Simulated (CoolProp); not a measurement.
Values from CoolProp's reference Helmholtz-energy equation of state, Fiedler 2023.

**Question.** For tetrahydrofuran, give the phase and the Z, cp (kJ/(kg K)), speed of sound (m/s), isothermal compressibility (1/MPa) at 393.6 K and 4.36 MPa; 431.9 K and 4.36 MPa; 470.2 K and 4.36 MPa.

**Answer.** 
- 393.6 K and 4.36 MPa: liquid; Z 0.124, cp 2.11, speed of sound 880, isothermal compressibility 0.00229
- 431.9 K and 4.36 MPa: liquid; Z 0.121, cp 2.30, speed of sound 722, isothermal compressibility 0.00365
- 470.2 K and 4.36 MPa: liquid; Z 0.121, cp 2.54, speed of sound 557, isothermal compressibility 0.00684
